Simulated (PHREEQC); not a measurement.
1 kg of water holding 0.028 mol MgCl2, 0.35 mol NaCl and 0.05 mol MgSO4 is evaporated at 90 °C; the solids stay in contact with the brine. The system is closed to CO2. The run lets Bischofite, Bloedite, Brucite, Epsomite, Halite, Hexahydrite, Kieserite, Mirabilite, Thenardite, MgCl2_4H2O precipitate or redissolve, and no other solid.

The series has 27 steps of water left (kg), from 1 to 0.005212.

Model: Pitzer model, pitzer.dat, run in PHREEQC.

### Question
Which solids form, in which order, and at which step of the series does each first stand?

### Answer
Halite from water left = 0.06418 kg; Kieserite from water left = 0.02398 kg.

At this temperature some constants are extrapolated from 25 °C, and those without enthalpy data are left unchanged.
